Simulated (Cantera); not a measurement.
Cantera with NASA thermochemical tables; ideal gases at 1 bar, condensed phases pure. Values are per mole of reaction as written; species without (g) are pure solids or liquids, kept so even where they would boil at 1 bar.

### Question
Between 300 and 2075 K, where is each reaction favourable under standard conditions?
- 2 Ti + O₂(g) ⇌ 2 TiO(g)
- Nb + O₂(g) ⇌ NbO₂
- 4 Li + O₂(g) ⇌ 2 Li₂O

### Answer
- 2 Ti + O₂(g) ⇌ 2 TiO(g): ΔG° is 49 kJ at 300 K and -256 kJ at 2075 K; it changes sign between 300 and 1975 K. ΔH° is 25 kJ and ΔS° 136 J/K at 2075 K.
- Nb + O₂(g) ⇌ NbO₂: ΔG° is -739 kJ at 300 K and -441 kJ at 2075 K; it stays negative (K > 1). ΔH° is -762 kJ and ΔS° -155 J/K at 2075 K.
- 4 Li + O₂(g) ⇌ 2 Li₂O: ΔG° is -1124 kJ at 300 K and -664 kJ at 2075 K; it stays negative (K > 1). ΔH° is -1052 kJ and ΔS° -187 J/K at 2075 K.
